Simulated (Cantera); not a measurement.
An isothermal, constant-pressure homogeneous reactor starts with NH3 : N2 = 1 : 0.19 (molar parts), at 2375 K and 0.470 bar.

Model: the gas-phase N/H chemistry of the illustrative SiF4/NH3 mechanism in the Surface Chemkin manual (1991), integrated in Cantera. Walls and surfaces, which speed up NH3 decomposition in real reactors, are not modelled.

x: mole fraction; the columns are a selection and need not sum to one.

```json
[
 {"t (s)": "1.00e-5", "x NH3": "0.837", "x NH2": "0.00248", "x H": "9.62e-6", "x N2": "0.159", "x N2H2": "3.34e-6", "x N": "?"},
 {"t (s)": "3.32e-5", "x NH3": "0.827", "x NH2": "0.00594", "x H": "3.02e-5", "x N2": "0.160", "x N2H2": "2.53e-5", "x N": "?"},
 {"t (s)": "0.000110", "x NH3": "0.792", "x NH2": "0.00630", "x H": "0.000103", "x N2": "0.166", "x N2H2": "3.29e-5", "x N": "?"},
 {"t (s)": "0.000367", "x NH3": "0.690", "x NH2": "0.00508", "x H": "0.000286", "x N2": "0.185", "x N2H2": "2.54e-5", "x N": "?"},
 {"t (s)": "0.00122", "x NH3": "0.458", "x NH2": "0.00347", "x H": "0.000738", "x N2": "0.229", "x N2H2": "1.37e-5", "x N": "?"},
 {"t (s)": "0.00405", "x NH3": "0.151", "x NH2": "0.00157", "x H": "0.00181", "x N2": "0.286", "x N2H2": "3.52e-6", "x N": "?"},
 {"t (s)": "0.0135", "x NH3": "0.00503", "x NH2": "0.000163", "x H": "0.00682", "x N2": "0.313", "x N2H2": "9.78e-8", "x N": "?"},
 {"t (s)": "0.0447", "x NH3": "2.10e-5", "x NH2": "1.71e-6", "x H": "0.0169", "x N2": "0.312", "x N2H2": "2.41e-11", "x N": "?"},
 {"t (s)": "0.149", "x NH3": "4.15e-6", "x NH2": "3.38e-7", "x H": "0.0170", "x N2": "0.312", "x N2H2": "2.88e-12", "x N": "?"},
 {"t (s)": "0.494", "x NH3": "1.86e-6", "x NH2": "1.52e-7", "x H": "0.0170", "x N2": "0.312", "x N2H2": "2.19e-12", "x N": "7.56e-8"},
 {"t (s)": "1.64", "x NH3": "1.73e-6", "x NH2": "1.41e-7", "x H": "0.0170", "x N2": "0.312", "x N2H2": "2.16e-12", "x N": "7.01e-8"},
 {"t (s)": "5.45", "x NH3": "1.73e-6", "x NH2": "1.41e-7", "x H": "0.0170", "x N2": "0.312", "x N2H2": "2.16e-12", "x N": "7.01e-8"},
 {"t (s)": "18.1", "x NH3": "1.73e-6", "x NH2": "1.41e-7", "x H": "0.0170", "x N2": "0.312", "x N2H2": "2.16e-12", "x N": "7.01e-8"},
 {"t (s)": "60.2", "x NH3": "1.73e-6", "x NH2": "1.41e-7", "x H": "0.0170", "x N2": "0.312", "x N2H2": "2.16e-12", "x N": "7.01e-8"},
 {"t (s)": "200", "x NH3": "1.73e-6", "x NH2": "1.41e-7", "x H": "0.0170", "x N2": "0.312", "x N2H2": "2.16e-12", "x N": "7.01e-8"}
]
```

**Question.** Some entries are withheld; supply them.

**Answer.** 
- 1.00e-5, x N: 5.53e-8
- 3.32e-5, x N: 4.29e-7
- 0.000110, x N: 1.79e-6
- 0.000367, x N: 4.88e-6
- 0.00122, x N: 8.51e-6
- 0.00405, x N: 1.07e-5
- 0.0135, x N: 1.27e-5
- 0.0447, x N: 8.49e-7
- 0.149, x N: 1.69e-7
